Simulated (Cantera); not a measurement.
**Diamond growth**

A diamond (100) surface in a fixed gas of H2 with x(CH4) = 0.011, x(CH3) = 9.7e-05, at 998 K, 0.00987 atm; coverages are run to steady state.

Detailed kinetics in Cantera: the Harris–Goodwin 1993 mechanism for the reconstructed diamond (100) surface.

| x(H) | growth (µm/h) | θ c6HH | θ c6H* | θ c6*H | θ c6** | θ c6HM |
|---|---|---|---|---|---|---|
| 0.0001 | 0.0411 | 0.599 | 0.0158 | 0.326 | 0.00422 | 0.0388 |
| 0.00023 | 0.0905 | 0.582 | 0.0166 | 0.341 | 0.00617 | 0.0388 |
| 0.00054 | 0.176 | 0.578 | 0.0171 | 0.351 | 0.00769 | 0.0331 |
| 0.0013 | 0.288 | 0.583 | 0.0175 | 0.360 | 0.00867 | 0.0228 |
| 0.0029 | 0.380 | 0.589 | 0.0178 | 0.366 | 0.00918 | 0.0136 |
| 0.0067 | 0.445 | 0.593 | 0.0180 | 0.370 | 0.00946 | 0.00694 |
| 0.016 | 0.482 | 0.596 | 0.0181 | 0.372 | 0.00960 | 0.00315 |
| 0.036 | 0.499 | 0.597 | 0.0182 | 0.373 | 0.00967 | 0.00145 |
| 0.084 | 0.507 | 0.598 | 0.0183 | 0.373 | 0.00971 | 0.000631 |
θ: site fractions in the mechanism's names (c6HH fully hydrogenated, c6H* and c6*H radical sites, c6** diradical, c6HM methylated).
